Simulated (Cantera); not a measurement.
# Thermodynamics of boron, boron nitride and boron oxide, feed borazine + H2O + H2

Input: 1 mol borazine, 1.2 mol H2O, 12 mol H2, equilibrated at 0.160 bar.

Method: chemical equilibrium by Gibbs-energy minimisation in Cantera with the NASA 1993 tables (ideal gas, pure condensed phases). Candidate condensed phases: B, BN, B2O3, B3O3H3, H2O; 39 gas species. The feed counts by its element totals alone. Mutual solubility and eutectic melting of coexisting phases are not modelled. The tables' values for BH2 are old estimates; treat these amounts as uncertain. Gases not in the tables: H3BO3. Rates play no part.

From 1473 K to 1723 K the condensed part is BN(s) + B2O3(l). From 1773 K to 1923 K the condensed part is BN(s). The share of B in condensed phases is highest at 1473 K (98.7 %) and lowest at 1923 K (64.0 %).

```
T (K)   x H2     x HBO    x N2   x HBO2    x B2O3    x B2O2  n BN(s)  n B2O3(l)
-----  -----  --------  ------  -------  --------  --------  -------  ---------
1473   0.973  0.000616  0.0235  0.00164   7.72e-5   3.13e-6     2.22      0.370
1523   0.971   0.00133  0.0235  0.00253  0.000215   1.27e-5     2.22      0.354
1573   0.968   0.00271  0.0235  0.00378  0.000561   4.67e-5     2.22      0.327
1623   0.963   0.00527  0.0236  0.00549   0.00137  0.000158     2.21      0.278
1673   0.953   0.00981  0.0240  0.00779   0.00318  0.000495     2.19      0.192
1723   0.937    0.0175  0.0248   0.0108   0.00698   0.00144     2.16     0.0360
1773   0.929    0.0238  0.0264  0.00927   0.00725   0.00243     2.10          0
1823   0.924    0.0296  0.0281  0.00697   0.00606   0.00345     2.03          0
1873   0.918    0.0352  0.0298  0.00498   0.00464   0.00451     1.97          0
1923   0.912    0.0401  0.0312  0.00337   0.00324   0.00542     1.92          0
```
x: gas mole fraction; n: condensed amount in mol.
